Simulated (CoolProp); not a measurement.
Vapour-liquid equilibrium of isohexane (1) + benzene (2) at 0.043 MPa; x and y are mole fractions of (1).

Values from CoolProp's multi-fluid Helmholtz-energy mixture model, Lemmon 2006 and Thol 2012; pair parameters Bell 2016.

Problem. Give the bubble temperature and the first vapour's composition at x = 0.05, 0.65, 0.8. Is there an azeotrope?

Solution. x = 0.05: 324.4 K, y = 0.156; x = 0.65: 311.5 K, y = 0.753; x = 0.8: 310.2 K, y = 0.854. No azeotrope shows between x = 0.05 and 0.95.

Pair parameters are fitted to limited data, so mixtures are less certain than the pure fluids.
